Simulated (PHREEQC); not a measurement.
**Hard or scaling water: an equilibrium model**

Solution (25 °C): 0.37 mmol/kgw CaSO4, 2.1 mmol/kgw CO2 and 0.00039 mmol/kgw H4SiO4. Closed to the air; pH follows from the charge balance.

Model: ion-association model, wateq4f.dat, run in PHREEQC.

No solid was allowed to form.

Q: Predict the pH.

A: pH 4.52.

Q: In which forms is C present?

A: CO2 98 %, HCO3- 1.5 % of the C.
